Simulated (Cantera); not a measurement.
**Oxide etching and cleaning by halides: MgO + HCl + O₂ + Cl₂**

Feed: 1 mol MgO, 21 mol HCl, 0.55 mol O₂, 6.1 mol Cl₂, equilibrated at 1825 K and 3.00 Pa.

Method: chemical equilibrium by Gibbs-energy minimisation in Cantera with the NASA 1993 tables (ideal gas, pure condensed phases). Candidate condensed phases: H₂O, Mg, MgCl₂, MgO, Mg(OH)₂; 22 gas species. Rates play no part.

```yaml
x(HCl): 0.505
x(Cl): 0.400
x(H₂O): 0.0411
x(MgCl₂): 0.0283
x(O₂): 0.00720
x(H): 0.00622
x(H₂): 0.00599
x(OH): 0.00298
x(O): 0.00238
gas_amount: 34.51 mol
log10 activity of Mg(l) (absent): -9.00
```
